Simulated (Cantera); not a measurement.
An adiabatic, constant-volume homogeneous reactor starts with CH4 : C2H6 : C3H8 : O2 : N2 = 1 : 0.05 : 0.69 : 10.6 : 105 (molar parts), equivalence ratio 0.53, at 1500 K and 315 Torr.

Model: GRI-Mech 3.0 (53 species, 325 reactions), integrated in Cantera. GRI-Mech 3.0 was tuned for natural gas; its chemistry of propane as a main component is partial and can be far from experiment.

x: mole fraction; the columns are a selection and need not sum to one.

```json
[
 {"t (s)": "1.00e-6", "T (K)": "1500", "P (bar)": "0.420", "x CH4": "0.00852", "x C2H6": "0.000426", "x C3H8": "0.00587", "x HCO": "<1e-12", "x H2O2": "8.13e-11", "x CO2": "2.55e-12"},
 {"t (s)": "2.51e-6", "T (K)": "1500", "P (bar)": "0.420", "x CH4": "0.00852", "x C2H6": "0.000426", "x C3H8": "0.00586", "x HCO": "2.62e-11", "x H2O2": "1.13e-9", "x CO2": "2.02e-10"},
 {"t (s)": "6.31e-6", "T (K)": "1499", "P (bar)": "0.420", "x CH4": "0.00852", "x C2H6": "0.000424", "x C3H8": "0.00581", "x HCO": "8.79e-10", "x H2O2": "1.39e-8", "x CO2": "1.26e-8"},
 {"t (s)": "1.58e-5", "T (K)": "1498", "P (bar)": "0.419", "x CH4": "0.00849", "x C2H6": "0.000419", "x C3H8": "0.00566", "x HCO": "1.05e-8", "x H2O2": "1.32e-7", "x CO2": "3.88e-7"},
 {"t (s)": "3.98e-5", "T (K)": "1495", "P (bar)": "0.419", "x CH4": "0.00840", "x C2H6": "0.000420", "x C3H8": "[?]", "x HCO": "[?]", "x H2O2": "[?]", "x CO2": "[?]"},
 {"t (s)": "0.000100", "T (K)": "1496", "P (bar)": "0.420", "x CH4": "0.00804", "x C2H6": "0.000569", "x C3H8": "0.00374", "x HCO": "1.12e-6", "x H2O2": "7.04e-7", "x CO2": "6.11e-5"},
 {"t (s)": "0.000251", "T (K)": "1800", "P (bar)": "0.517", "x CH4": "0.000388", "x C2H6": "1.04e-7", "x C3H8": "4.91e-10", "x HCO": "1.72e-5", "x H2O2": "1.31e-7", "x CO2": "0.00308"},
 {"t (s)": "0.000631", "T (K)": "1933", "P (bar)": "0.552", "x CH4": "<1e-12", "x C2H6": "<1e-12", "x C3H8": "<1e-12", "x HCO": "[?]", "x H2O2": "[?]", "x CO2": "[?]"},
 {"t (s)": "0.00158", "T (K)": "2049", "P (bar)": "0.581", "x CH4": "<1e-12", "x C2H6": "<1e-12", "x C3H8": "<1e-12", "x HCO": "8.98e-10", "x H2O2": "3.92e-8", "x CO2": "0.0222"},
 {"t (s)": "0.00398", "T (K)": "2124", "P (bar)": "0.600", "x CH4": "<1e-12", "x C2H6": "<1e-12", "x C3H8": "<1e-12", "x HCO": "9.46e-11", "x H2O2": "2.30e-8", "x CO2": "0.0248"},
 {"t (s)": "0.0100", "T (K)": "2153", "P (bar)": "0.607", "x CH4": "<1e-12", "x C2H6": "<1e-12", "x C3H8": "<1e-12", "x HCO": "1.32e-11", "x H2O2": "1.92e-8", "x CO2": "0.0260"},
 {"t (s)": "0.0251", "T (K)": "2156", "P (bar)": "0.608", "x CH4": "<1e-12", "x C2H6": "<1e-12", "x C3H8": "<1e-12", "x HCO": "9.47e-12", "x H2O2": "1.92e-8", "x CO2": "0.0261"},
 {"t (s)": "0.0631", "T (K)": "2155", "P (bar)": "0.608", "x CH4": "<1e-12", "x C2H6": "<1e-12", "x C3H8": "<1e-12", "x HCO": "9.37e-12", "x H2O2": "1.92e-8", "x CO2": "0.0261"},
 {"t (s)": "0.158", "T (K)": "2153", "P (bar)": "0.607", "x CH4": "<1e-12", "x C2H6": "<1e-12", "x C3H8": "<1e-12", "x HCO": "9.18e-12", "x H2O2": "1.90e-8", "x CO2": "0.0261"},
 {"t (s)": "0.398", "T (K)": "2149", "P (bar)": "0.606", "x CH4": "<1e-12", "x C2H6": "<1e-12", "x C3H8": "<1e-12", "x HCO": "8.83e-12", "x H2O2": "1.86e-8", "x CO2": "0.0261"},
 {"t (s)": "1.00", "T (K)": "2145", "P (bar)": "0.605", "x CH4": "<1e-12", "x C2H6": "<1e-12", "x C3H8": "<1e-12", "x HCO": "8.40e-12", "x H2O2": "1.82e-8", "x CO2": "0.0261"}
]
```

Q: Fill in the missing entries.

A: 
- 3.98e-5, x C3H8: 0.00519
- 3.98e-5, x HCO: 1.07e-7
- 3.98e-5, x H2O2: 5.16e-7
- 3.98e-5, x CO2: 5.85e-6
- 0.000631, x HCO: 3.98e-9
- 0.000631, x H2O2: 7.02e-8
- 0.000631, x CO2: 0.0193
